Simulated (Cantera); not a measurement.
A closed system holds: 1 mol PH₃, 0.048 mol O₂, equilibrated at 975 K and 23.0 Pa.

Cantera equilibrium calculation (NASA polynomials, part measured and part estimated; ideal gas, pure solids and liquids). Candidate condensed phases: H₂O, P, P₄O₁₀; 17 gas species. Rates play no part.

Base state: H₂ 0.750, P₂ 0.132, P₄ 0.0676, H₂O 0.0509, PO 7.02e-5, PO₂ 6.03e-5, P₄O₁₀ 1.52e-5 (mole fractions); condensed: gas only.

Task: What changes in the equilibrium state with this change: PH₃ replaced by HCl?

Result: 
```
species   before    after
-------  -------  -------
HCl            0    0.906
O₂         <1e-9   0.0311
H₂O       0.0509   0.0306
H₂         0.750    <1e-9
P₂         0.132        0
P₄        0.0676        0
Cl₂            0   0.0291
Cl             0  0.00298
PO       7.02e-5        0
PO₂      6.03e-5        0
P₄O₁₀    1.52e-5        0
```

Task: What changes in the equilibrium state with this change: temperature from 975 K to 2450 K?

Result: 
```tsv
species	before	after
H	6.53e-8	0.575
H₂	0.750	0.189
P	1.58e-9	0.123
P₄	0.0676	2.15e-9
H₂O	0.0509	0.000112
PO	7.02e-5	0.0302
P₂	0.132	0.0822
O	<1e-9	0.000136
PH	6.21e-9	0.000458
```
Gases not in the tables: HPO₂, HPO₃ and P₄O₆.
